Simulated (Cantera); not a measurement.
**Equilibrium for abatement and gas-phase synthesis: HCl + H₂O + N₂**

Charge: 1 mol HCl, 0.21 mol H₂O, 11 mol N₂, held at 3350 K and 1.33 mbar.

Cantera equilibrium calculation (NASA polynomials, part measured and part estimated; ideal gas, pure solids and liquids). Candidate condensed phases: H₂O, NH₄Cl; 29 gas species. Equilibrium is a limit: real reactors are often held back by kinetics, nucleation or transport.

* **x(N₂)**: 0.805
* **x(H)**: 0.104
* **x(Cl)**: 0.0732
* **x(O)**: 0.0151
* **x(N)**: 0.00259
* **x(NO)**: 0.000256
* **x(HCl)**: 8.85e-5
* **x(H₂)**: 8.38e-5
* **x(OH)**: 2.07e-5
* **gas amount**: 13.64 mol
